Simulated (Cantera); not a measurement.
A closed system holds: 1 mol Si3N4, 1.2 mol CO2, 240 mol N2, held at 0.0133 bar.

Equilibrium computed with Cantera from the NASA thermochemical tables; the gas is ideal and each condensed phase is pure. Candidate condensed phases: C, Si, SiC, SiO2, Si2N2O, Si3N4; 34 gas species. Mutual solubility and eutectic melting of coexisting phases are not modelled. The numbers say what is thermodynamically allowed, not how fast it happens.

**Question.** What share of the Si ends up in condensed phases as a function of T (K), at 1500, 1600, 1700, 1800, 1900, 2000, 2100?

**Answer.** 
```
T (K)  Si condensed (%)                  as
-----  ----------------  ------------------
1500               99.8  SiC(s) + Si2N2O(s)
1600               97.8  SiC(s) + Si2N2O(s)
1700               78.8  SiC(s) + Si2N2O(s)
1800               30.4   SiC(s) + Si3N4(s)
1900               25.6              SiC(s)
2000               15.8              SiC(s)
2100                0.0                   -
```
